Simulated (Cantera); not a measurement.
Input (Python, Cantera) and output of one run.

```python
import numpy as np
import cantera as ct

gas_names = """
    C CH CH2 CH3 CH2OH CH3O CH4 CH3OH CO CO2 COOH C2 C2H CHCO,ketyl C2H2,acetylene C2H2,vinylidene
    CH2CO,ketene C2H3,vinyl CH3CO,acetyl C2H4 C2H4O,ethylen CH3CHO,ethanal CH3COOH (HCOOH)2 C2H5 C2H6
    CH3OCH3 C2H5OH C2O C3 C3H3,propargyl C3H4,allene C3H4,propyne C3H4,cyclo- C3H5,allyl C3H6,propylene
    C3H6,cyclo- C3H6O C3H7,n-propyl C3H7,i-propyl C3H8 C3H8O,1propanol C3H8O,2propanol C3O2 C4 C4H2
    C4H4,1,3-cyclo- C4H6,butadiene C4H6,2-butyne C4H6,cyclo- C4H8,1-butene C4H8,cis2-buten
    C4H8,tr2-butene C4H8,isobutene C4H8,cyclo- (CH3COOH)2 C4H9,n-butyl C4H9,i-butyl C4H9,s-butyl
    C4H9,t-butyl C4H10,isobutane C4H10,n-butane C5 C5H6,1,3cyclo- C5H8,cyclo- C5H10,1-pentene
    C5H10,cyclo- C5H11,pentyl C5H11,t-pentyl C5H12,n-pentane C5H12,i-pentane CH3C(CH3)2CH3 C6H2
    C6H5,phenyl C6H5O,phenoxy C6H6 C6H5OH,phenol C6H10,cyclo- C6H12,1-hexene C6H12,cyclo- C6H13,n-hexyl
    C7H7,benzyl C7H8 C7H8O,cresol C7H14,1-heptene C7H15,n-heptyl C7H16,n-heptane C8H8,styrene
    C8H10,ethylbenz C8H16,1-octene C8H17,n-octyl C8H18,isooctane C8H18,n-octane C9H19,n-nonyl
    C10H8,naphthale C10H21,n-decyl C12H9,o-bipheny C12H10,bipheny H HCO HO2 H2 HCHO,formaldehy HCOOH H2O
    H2O2 Mg MgH MgO MgOH MgO2H2 Mg2 O OH O2 O3
""".split()
cond_names = """
    C(gr) C6H6(L) C7H8(L) C8H18(L),n-octa H2O(s) H2O(L) Mg(cr) Mg(L) MgCO3(s) MgO(s) MgO(L) MgO2H2(s)
""".split()


def load(file, names, dense=False):
    # The tables refer to 1 bar. Condensed volumes are neglected.
    table = {s.name: s for s in ct.Species.list_from_file(file)}
    out = []
    for n in names:
        d = dict(table[n].input_data)
        d["thermo"] = dict(d["thermo"], **{"reference-pressure": 1e5})
        if dense:
            d["equation-of-state"] = {"model": "constant-volume", "density": "1e6 g/cm^3"}
        out.append(ct.Species.from_dict(d))
    return out


gas = ct.Solution(thermo="ideal-gas", species=load("nasa_gas.yaml", gas_names))
cond = {s.name: ct.Solution(thermo="fixed-stoichiometry", species=[s], name=s.name)
        for s in load("nasa_condensed.yaml", cond_names, dense=True)}
atoms = {
    'MgCO3': {'Mg': 1, 'C': 1, 'O': 3},
    'H2O': {'H': 2, 'O': 1},
}
top_T = {'C(gr)': 4500}  # K; cautious upper limits of use, not melting points


def equilibrate(T, P, feed):
    n = {}
    for name, mol in feed.items():
        for a, k in atoms[name].items():
            n[a] = n.get(a, 0.0) + k * mol
    gas.TPX = T, P, n
    mass = sum(n.values()) * gas.mean_molecular_weight
    gas.equilibrate("TP")
    valid = [c for c in cond.values() if c.min_temp <= T <= top_T.get(c.name, c.max_temp)]
    mix = ct.Mixture([(gas, mass / gas.mean_molecular_weight)] + [(c, 0.0) for c in valid])
    mix.T, mix.P = T, P
    mix.equilibrate("TP", solver="vcs", rtol=1e-11, max_steps=5000)
    return mix


results = []
feed = {'MgCO3': 1, 'H2O': 0.013}  # mol
T = 1225  # K
P = 27000  # Pa
mix = equilibrate(T, P, feed)
results.append((T, P, feed, dict(zip(mix.species_names, mix.species_moles))))
print(gas.report(threshold=0.001))
for i in range(1, mix.n_phases):
    print(f"{mix.phase(i).name:16s} {mix.phase_moles(i):12.5e} mol")
```

Result:

```
       temperature   1225 K
          pressure   27000 Pa
           density   0.11578 kg/m^3
  mean mol. weight   43.675 kg/kmol
   phase of matter   gas

                          1 kg             1 kmol
                     ---------------   ---------------
          enthalpy       -7.9183e+06       -3.4583e+08  J
   internal energy       -8.1515e+06       -3.5602e+08  J
           entropy            6673.6        2.9147e+05  J/K
    Gibbs function       -1.6093e+07       -7.0288e+08  J
 heat capacity c_p            1286.1             56171  J/K
 heat capacity c_v            1095.7             47856  J/K

                      mass frac. Y      mole frac. X     chem. pot. / RT
                     ---------------   ---------------   ---------------
               CO2           0.99469           0.98714           -69.194
               H2O         0.0052933          0.012833           -54.944
     [ +114 minor]        1.9314e-05        2.8977e-05

C(gr)             0.00000e+00 mol
Mg(L)             0.00000e+00 mol
MgO(s)            1.00000e+00 mol
```

Cantera equilibrium calculation (NASA polynomials, part measured and part estimated; ideal gas, pure solids and liquids).
